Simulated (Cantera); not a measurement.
Input: 1 mol C3H6, 1.5 mol CO2, 0.91 mol H2, equilibrated at 2775 K and 750 Torr.

These are equilibrium values from Cantera (NASA tables, ideal gas, pure condensed phases), not measurements of a reactor. Candidate condensed phases: C, C6H6, C7H8, C8H18, H2O; 110 gas species. The numbers say what is thermodynamically allowed, not how fast it happens.

Base state: H2 0.508, CO 0.423, H 0.0534, C2H2 (acetylene) 0.0156, C4H2 0.000199, C2H 0.000198, CH3 4.61e-5, C2H2 (vinylidene) 2.80e-5 (mole fractions); condensed: C(graphite).

Task: What changes in the equilibrium state with this change: temperature from 2775 K to 823 K?

Result: 
```
species             before   after
----------------  --------  ------
H2                   0.508   0.362
H2O                2.84e-6   0.286
CO2                3.42e-7   0.170
CO                   0.423  0.0596
H                   0.0534   <1e-9
C2H2 (acetylene)    0.0156   <1e-9
CH4                2.61e-5   0.122
C4H2              0.000199   <1e-9
C2H               0.000198   <1e-9
CH3                4.61e-5   <1e-9
C(graphite), mol      1.27    2.96
```

Task: What changes in the equilibrium state with this change: C3H6 replaced by C2H6?

Result: 
```csv
species,before,after
H2,0.508,0.508
CO,0.423,0.423
H,0.0534,0.0534
C4H2,0.000199,0.000199
CH4,2.61e-5,2.61e-5
C2H2 (acetylene),0.0156,0.0156
CH3,4.61e-5,4.61e-5
C3,2.31e-5,2.31e-5
C2H2 (vinylidene),2.80e-5,2.80e-5
"C(graphite), mol",1.27,0.269
```
